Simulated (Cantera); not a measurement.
Input (Python, Cantera) and output of one run.

```python
import numpy as np
import cantera as ct

gas_names = """
    CL CL2 H HCL H2 Si SiCL SiCL2 SiCL3 SiCL4 SiH SiHCL3 SiH2 SiH2CL2 SiH3 SiH3CL SiH4 Si2 Si3
""".split()
cond_names = """
    Si(cr) Si(L)
""".split()


# ... load() reads the species with a 1 bar reference pressure and builds the phases ...
atoms = {
    'SiCl4': {'Si': 1, 'CL': 4},
    'HCl': {'H': 1, 'CL': 1},
    'H2': {'H': 2},
    'Cl2': {'CL': 2},
}
top_T = {}  # K; cautious upper limits of use, not melting points


# ... equilibrate(T, P, feed) seeds the gas with the atoms and calls Mixture.equilibrate('TP', solver="vcs", rtol=1e-11, max_steps=5000) ...
results = []
feed = {'SiCl4': 1, 'HCl': 0.71, 'H2': 0.33, 'Cl2': 2.5}  # mol
T = 625  # K
P = 1500000  # Pa
mix = equilibrate(T, P, feed)
results.append((T, P, feed, dict(zip(mix.species_names, mix.species_moles))))
x = sorted(zip(gas.X, gas.species_names), reverse=True)
print(f"T = {T:g} K  P = {P:g} Pa  gas = {mix.phase_moles(0):.4g} mol")
print("   x: " + "  ".join(f"{s} {v:.3e}" for v, s in x if v > 0.001))
print("   condensed (mol): " + ("  ".join(f"{mix.phase(i).name} {mix.phase_moles(i):.4g}"
      for i in range(1, mix.n_phases) if mix.phase_moles(i) > 1e-12) or "none"))
```

Output:

```
T = 625 K  P = 1.5e+06 Pa  gas = 4.54 mol
   x: CL2 4.780e-01  HCL 3.018e-01  SiCL4 2.203e-01
   condensed (mol): none
```

Method: chemical equilibrium by Gibbs-energy minimisation in Cantera with the NASA 1993 tables (ideal gas, pure condensed phases).
